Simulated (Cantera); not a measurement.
# Thermodynamics of silicon epitaxy and polysilicon growth, feed SiH2Cl2 + Cl2 + N2

Charge: 1 mol SiH2Cl2, 0.0035 mol Cl2, 26 mol N2, at 0.240 bar.

Cantera equilibrium calculation (NASA polynomials, part measured and part estimated; ideal gas, pure solids and liquids). Candidate condensed phases: NH4Cl, Si, Si3N4; 28 gas species. N2 is the only nitrogen source here; it is nearly inert below about 1500 K, so the nitride shown seldom forms there in practice. The tables' values for SiCl3 are old estimates; treat these amounts as uncertain. The numbers say what is thermodynamically allowed, not how fast it happens.

```
T (K)  log p N2  log p HCl  log p H2  log p SiCl2  n Si3N4(s)
-----  --------  ---------  --------  -----------  ----------
850       -0.65      -1.97     -2.46       -10.47       0.267
950       -0.65      -1.95     -2.50        -8.66       0.273
1050      -0.65      -1.93     -2.53        -7.20       0.277
1150      -0.65      -1.92     -2.56        -6.00       0.280
1250      -0.65      -1.91     -2.58        -5.00       0.283
1350      -0.65      -1.90     -2.60        -4.16       0.282
1450      -0.65      -1.91     -2.59        -3.47       0.275
1550      -0.65      -1.93     -2.55        -2.95       0.253
1650      -0.65      -1.98     -2.46        -2.62       0.216
```
log p: log10 of the partial pressure in bar; n: condensed amount in mol.

From 850 K to 1650 K the condensed part is Si3N4(s). The main Si-bearing gas is SiCl4 at 850 K and SiCl2 at 1650 K. The share of Si in condensed phases is highest at 1250 K (84.8 %) and lowest at 1650 K (64.8 %).
